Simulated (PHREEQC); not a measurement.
## Phosphoric acid bath: an equilibrium model

Consider water at 60 °C with 0.031 mol/kgw KH2PO4 and 0.0028 mol/kgw HNO3. Closed to the air; pH follows from the charge balance.

Model: ion-association model, phreeqc.dat, run in PHREEQC.

- pH = 3.35
- ionic strength = 0.0315 mol/kgw
- specific conductance = 6040 µS/cm
- total alkalinity = -2.80 meq/kg

| species | molality | activity | log γ |
|---|---|---|---|
| K+ | 0.0310 | 0.0258 | -0.080 |
| H2PO4- | 0.0287 | 0.0242 | -0.073 |
| NO3- | 0.00280 | 0.00232 | -0.082 |
| H3PO4 | 0.00229 | 0.00231 | 0.003 |
| H+ | 0.000515 | 0.000445 | -0.063 |
| HPO4-2 | 8.01e-6 | 4.02e-6 | -0.299 |
| KHPO4- | 2.40e-7 | 2.02e-7 | -0.073 |

No solid was allowed to form. Species that the database lacks are ignored. Constants without temperature data keep their 25 °C values here.
